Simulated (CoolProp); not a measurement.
A single-stage vapour-compression cycle with the fluid: evaporating at 266.15 K (dew point), condensing at 320.15 K (bubble point), superheat 10 K, subcooling 5 K, compressor efficiency 0.85, no pressure losses. The same conditions are run with several fluids, on thermodynamics alone (safety and materials aside).

Model: reference Helmholtz-energy equation of state of each fluid (R123: Younglove 1994; R236EA: Rui 2013; hydrogen sulfide: Lemmon 2006; R141b: Lemmon 2006; R245ca: Zhou 2016; sulfur dioxide: Gao 2016), in CoolProp.

**Question.** Rank R123, R236EA, hydrogen sulfide, R141b, R245ca, sulfur dioxide by cooling COP, highest first.

**Answer.** R141b (3.63), R123 (3.57), R245ca (3.49), sulfur dioxide (3.43), R236EA (3.34), hydrogen sulfide (3.21)

```csv
fluid,pressure ratio,discharge temperature (K),refrigerating effect (kJ/kg),volumetric capacity (kJ/m³)
R123,8.25,338.3,141,223
R236EA,7.27,324.8,119,463
hydrogen sulfide,3.99,406.1,378,5140
R141b,8.24,347.7,192,200
R245ca,9.09,331.9,163,233
sulfur dioxide,6.68,426.8,325,1080
```
